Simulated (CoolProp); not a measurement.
Properties of n-octane along the isotherm 343.15 °C (Tc = 295.6 °C, pc = 2.484 MPa, ω = 0.398).

The numbers come from the reference Helmholtz-energy equation of state, Beckmüller 2019 in CoolProp.

| p (MPa) | phase | cv (kJ/(kg K)) | Joule-Thomson coefficient (K/MPa) | isothermal compressibility (1/MPa) |
|---|---|---|---|---|
| 0.0196 | gas | 2.844 | 6.092 | 51.13 |
| 0.0317 | gas | 2.844 | 6.102 | 31.66 |
| 0.0512 | gas | 2.845 | ___ | 19.64 |
| 0.0828 | gas | 2.845 | ___ | 12.19 |
| 0.134 | gas | ___ | ___ | 7.576 |
| 0.216 | gas | 2.849 | 6.255 | 4.744 |
| 0.349 | gas | 2.852 | 6.373 | 2.983 |
| 0.564 | gas | 2.858 | 6.575 | 1.897 |
| 0.911 | gas | 2.868 | 6.940 | 1.232 |
| 1.47 | gas | 2.888 | ___ | 0.8366 |
| 2.38 | gas | 2.931 | ___ | 0.6337 |
| 3.84 | supercritical | ___ | 11.23 | 0.6267 |
| 6.21 | supercritical | 2.967 | ___ | 0.07960 |

Problem. Some entries are withheld; supply them.

Solution. 
- 0.0512, Joule-Thomson coefficient (K/MPa): 6.118
- 0.0828, Joule-Thomson coefficient (K/MPa): 6.143
- 0.134, cv (kJ/(kg K)): 2.847
- 0.134, Joule-Thomson coefficient (K/MPa): 6.186
- 1.47, Joule-Thomson coefficient (K/MPa): 7.650
- 2.38, Joule-Thomson coefficient (K/MPa): 9.262
- 3.84, cv (kJ/(kg K)): 3.025
- 6.21, Joule-Thomson coefficient (K/MPa): 2.084
